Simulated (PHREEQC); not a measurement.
1 kg of water holding 0.19 mol/kgw KCl and 0.11 mol/kgw NaCl is evaporated at 75 °C; the solids stay in contact with the brine. The system is closed to CO2. The run lets Halite, Sylvite precipitate or redissolve, and no other solid.

Model: Pitzer model, pitzer.dat, run in PHREEQC.

| water left (kg) | ionic strength | water activity | Sylvite (mol) | Halite (mol) | Na in solution (mol/kgw) | Cl in solution (mol/kgw) |
|---|---|---|---|---|---|---|
| 1 | 0.300 | 0.990 | 0 | 0 | 0.110 | 0.300 |
| 0.8219 | 0.365 | 0.988 | 0 | 0 | 0.134 | 0.365 |
| 0.6755 | 0.444 | 0.986 | 0 | 0 | 0.163 | 0.444 |
| 0.5552 | 0.540 | 0.983 | 0 | 0 | 0.198 | 0.540 |
| 0.4563 | 0.657 | 0.979 | 0 | 0 | 0.241 | 0.657 |
| 0.375 | 0.800 | 0.974 | 0 | 0 | 0.293 | 0.800 |
| 0.3082 | 0.973 | 0.968 | 0 | 0 | 0.357 | 0.973 |
| 0.2082 | 1.44 | 0.953 | 0 | 0 | 0.528 | 1.44 |
| 0.1711 | 1.75 | 0.943 | 0 | 0 | 0.643 | 1.75 |
| 0.1407 | 2.13 | 0.930 | 0 | 0 | 0.782 | 2.13 |
| 0.1156 | 2.59 | 0.914 | 0 | 0 | 0.951 | 2.59 |
| 0.09502 | 3.16 | 0.894 | 0 | 0 | 1.16 | 3.16 |
| 0.07809 | 3.84 | 0.869 | 0 | 0 | 1.41 | 3.84 |
| 0.06418 | 4.67 | 0.838 | 0 | 0 | 1.71 | 4.67 |
| 0.05275 | 5.69 | 0.801 | 0 | 0 | 2.09 | 5.69 |
| 0.04335 | 6.92 | 0.756 | 0 | 0 | 2.54 | 6.92 |
| 0.03564 | 7.79 | 0.724 | 0.0224 | 0 | 3.09 | 7.79 |
| 0.0293 | 8.10 | 0.709 | 0.0628 | 0 | 3.75 | 8.10 |
| 0.02407 | 8.50 | 0.690 | 0.0955 | 0 | 4.57 | 8.50 |
| 0.01627 | 8.60 | 0.686 | 0.128 | 0.0325 | 4.76 | 8.60 |
| 0.01337 | 8.60 | 0.686 | 0.139 | 0.0463 | 4.76 | 8.60 |
| 0.01099 | 8.60 | 0.686 | 0.148 | 0.0576 | 4.76 | 8.60 |
| 0.00903 | 8.60 | 0.686 | 0.155 | 0.0670 | 4.76 | 8.60 |
| 0.007427 | 8.60 | 0.686 | 0.162 | 0.0746 | 4.76 | 8.60 |
| 0.006093 | 8.60 | 0.686 | 0.167 | 0.0810 | 4.76 | 8.60 |
| 0.005012 | 8.60 | 0.686 | 0.171 | 0.0861 | 4.76 | 8.60 |

Sylvite from water left = 0.03564 kg; Halite from water left = 0.01979 kg.

Complexes and solids missing from the database can't appear. Away from 25 °C the constants follow the database's enthalpies or fits; those with neither stay at their 25 °C values.
